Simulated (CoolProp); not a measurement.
n-decane at several states: fugacity coefficient from the reference equation and from simpler models built on Tc = 617.7 K, pc = 21.01 bar, ω = 0.488; each cubic takes its own stable root.

Computed with CoolProp (reference Helmholtz-energy equation of state, Lemmon 2006). It is a short technical equation, of lower accuracy than the large ones.

| T (K) | p (bar) | phase | reference | van der Waals | Redlich-Kwong | Peng-Robinson |
|---|---|---|---|---|---|---|
| 410.8 | 32.5 | liquid | 0.01332 | 0.1241 | 0.04402 | 0.01371 |
| 494.7 | 0.253 | gas | 0.9899 | 0.9940 | 0.9923 | 0.9906 |
| 392.8 | 58.7 | liquid | 0.004912 | 0.07624 | 0.02040 | 0.005127 |
